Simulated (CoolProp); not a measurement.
Computed with CoolProp (reference Helmholtz-energy equation of state, Akasaka 2023).

Question: Give the vapour pressure (MPa), liquid density (kg/m³), enthalpy of vaporisation (kJ/kg) of saturated R1224YDZ at 359.9 K.

Answer: 
```json
[
 {"T (K)": "359.9", "p (MPa)": "0.862", "liquid density (kg/m³)": "1160", "enthalpy of vaporisation (kJ/kg)": "128"}
]
```
